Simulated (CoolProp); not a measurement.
Vapour-liquid equilibrium of n-hexane (1) + toluene (2) at 277.9 K; x and y are mole fractions of (1).

Computed with CoolProp (multi-fluid Helmholtz-energy mixture model, Thol 2019 and Lemmon 2006; pair parameters Bell 2016).

**Question.** Give the bubble pressure and the first vapour's composition at x = 0.15, 0.25, 0.35. Is there an azeotrope?

**Answer.** x = 0.15: 0.02807 bar, y = 0.625; x = 0.25: 0.03597 bar, y = 0.735; x = 0.35: 0.04259 bar, y = 0.799. No azeotrope shows between x = 0.05 and 0.95.

Pair parameters are fitted to limited data, so mixtures are less certain than the pure fluids.
